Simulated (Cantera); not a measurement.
Formation from one mole of Cl2

Cantera with NASA thermochemical tables; ideal gases at 1 bar, condensed phases pure. Values are per mole of reaction as written; species without (g) are pure solids or liquids, kept so even where they would boil at 1 bar.

0.5 Ti + Cl2(g) = 0.5 TiCl4

| T (K) | ΔH° (kJ) | ΔS° (J/K) | ΔG° (kJ) | log10 K |
|---|---|---|---|---|
| 300 | -402.0 | -112.1 | -368.4 | 64.15 |
| 423 | -399.0 | -103.5 | -355.2 | 43.86 |
| 433 | -398.7 | -102.9 | -354.2 | 42.72 |
| 443 | -398.5 | -102.3 | -353.1 | 41.64 |
| 453 | -398.2 | -101.8 | -352.1 | 40.60 |
| 463 | -398.0 | -101.3 | -351.1 | 39.61 |
| 473 | -397.8 | -100.8 | -350.1 | 38.66 |
| 483 | -397.5 | -100.3 | -349.1 | 37.75 |
| 493 | -397.3 | -99.8 | -348.1 | 36.88 |
| 503 | -397.0 | -99.3 | -347.1 | 36.04 |
| 513 | -396.8 | -98.8 | -346.1 | 35.24 |
| 523 | -396.6 | -98.4 | -345.1 | 34.47 |

2 Na + Cl2(g) = 2 NaCl(g)

| T (K) | ΔH° (kJ) | ΔS° (J/K) | ΔG° (kJ) | log10 K | condensed phases |
|---|---|---|---|---|---|
| 300 | -362.9 | 133.8 | -403.0 | 70.17 | Na(s) |
| 423 | -370.9 | 111.9 | -418.2 | 51.65 | Na(l) |
| 433 | -371.2 | 111.3 | -419.4 | 50.59 | Na(l) |
| 443 | -371.4 | 110.8 | -420.5 | 49.58 | Na(l) |
| 453 | -371.6 | 110.2 | -421.6 | 48.61 | Na(l) |
| 463 | -371.9 | 109.7 | -422.7 | 47.68 | Na(l) |
| 473 | -372.1 | 109.2 | -423.8 | 46.80 | Na(l) |
| 483 | -372.4 | 108.7 | -424.9 | 45.95 | Na(l) |
| 493 | -372.6 | 108.2 | -425.9 | 45.13 | Na(l) |
| 503 | -372.8 | 107.7 | -427.0 | 44.34 | Na(l) |
| 513 | -373.1 | 107.3 | -428.1 | 43.59 | Na(l) |
| 523 | -373.3 | 106.8 | -429.2 | 42.86 | Na(l) |

0.5 Ti + Cl2(g) = 0.5 TiCl4(g)

```
T (K)  ΔH° (kJ)  ΔS° (J/K)  ΔG° (kJ)  log10 K
-----  --------  ---------  --------  -------
300      -381.6      -61.0    -363.3    63.25
423      -381.4      -60.5    -355.8    43.94
433      -381.4      -60.4    -355.2    42.85
443      -381.4      -60.4    -354.6    41.81
453      -381.4      -60.4    -354.0    40.82
463      -381.3      -60.3    -353.4    39.87
473      -381.3      -60.3    -352.8    38.96
483      -381.3      -60.2    -352.2    38.09
493      -381.3      -60.2    -351.6    37.25
503      -381.3      -60.2    -351.0    36.45
513      -381.3      -60.1    -350.4    35.68
523      -381.2      -60.1    -349.8    34.94
```

2 K + Cl2(g) = 2 KCl(g)

```
T (K)  ΔH° (kJ)  ΔS° (J/K)  ΔG° (kJ)  log10 K  condensed phases
-----  --------  ---------  --------  -------  ----------------
300      -429.4      125.6    -467.1    81.33              K(s)
423      -437.0      103.6    -480.8    59.37              K(l)
433      -437.2      103.1    -481.9    58.13              K(l)
443      -437.5      102.5    -482.9    56.94              K(l)
453      -437.7      102.0    -483.9    55.80              K(l)
463      -437.9      101.5    -484.9    54.71              K(l)
473      -438.2      101.0    -485.9    53.66              K(l)
483      -438.4      100.5    -487.0    52.66              K(l)
493      -438.6      100.0    -488.0    51.70              K(l)
503      -438.9       99.6    -489.0    50.77              K(l)
513      -439.1       99.1    -489.9    49.89              K(l)
523      -439.3       98.7    -490.9    49.03              K(l)
```
